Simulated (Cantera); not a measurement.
Input: 1 mol Cu, 2.2 mol F2, 45 mol H2, held at 725 °C and 5.80 Pa.

Cantera equilibrium calculation (NASA polynomials, part measured and part estimated; ideal gas, pure solids and liquids). Candidate condensed phases: Cu, CuF2; 15 gas species. Kinetics and transport are ignored.

Base state: H2 0.907, HF 0.0932 (mole fractions); condensed: Cu(s).

What changes in the equilibrium state with this change: H2 from 45 to 0.99 mol?


| species | before | after |
|---|---|---|
| HF | 0.0932 | 0.664 |
| CuF2 | <1e-9 | 0.195 |
| F | <1e-9 | 0.141 |
| H2 | 0.907 | <1e-9 |
| F2 | <1e-9 | 0.000124 |
| Cu(s), mol | 1.000 | 0 |
| CuF2(s), mol | 0 | 0.420 |
